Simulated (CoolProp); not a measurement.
C3F8 (R218) along the isobar 0.101 MPa: density (kg/m³) from the reference equation and from simpler models built on Tc = 345.0 K, pc = 2.640 MPa, ω = 0.317; each cubic takes its own stable root.

The numbers come from the reference Helmholtz-energy equation of state, Lemmon 2006 in CoolProp. It is a short technical equation, of lower accuracy than the large ones.

| T (K) | phase | reference | van der Waals | Redlich-Kwong | Soave-Redlich-Kwong | Peng-Robinson |
|---|---|---|---|---|---|---|
| 173.6 | liquid | 1839 | 1133 | 1682 | 1729 | 1945 |
| 188.6 | liquid | 1787 | 12.71 | 1634 | 1689 | 1902 |
| 203.5 | liquid | 1734 | 11.69 | 1583 | 1644 | 1854 |
| 218.4 | liquid | 1680 | 10.82 | 1528 | 1595 | 1801 |
| 233.3 | liquid | 1624 | 10.08 | 10.20 | 1539 | 1741 |
| 248.2 | gas | 9.616 | 9.439 | 9.522 | 9.567 | 9.586 |
| 263.1 | gas | 8.987 | 8.876 | 8.936 | 8.967 | 8.984 |
| 278.1 | gas | 8.445 | 8.374 | 8.418 | 8.439 | 8.455 |
| 293 | gas | 7.976 | 7.930 | 7.963 | 7.976 | 7.990 |
| 307.9 | gas | 7.561 | 7.532 | 7.556 | 7.564 | 7.577 |
| 322.8 | gas | 7.190 | 7.172 | 7.190 | 7.194 | 7.206 |
| 337.7 | gas | 6.857 | 6.846 | 6.859 | 6.860 | 6.871 |
| 352.6 | gas | 6.554 | 6.549 | 6.558 | 6.557 | 6.567 |
| 367.6 | gas | 6.276 | 6.275 | 6.282 | 6.279 | 6.288 |

At some of these states van der Waals, Redlich-Kwong gives the other phase, because its saturation line lies elsewhere.
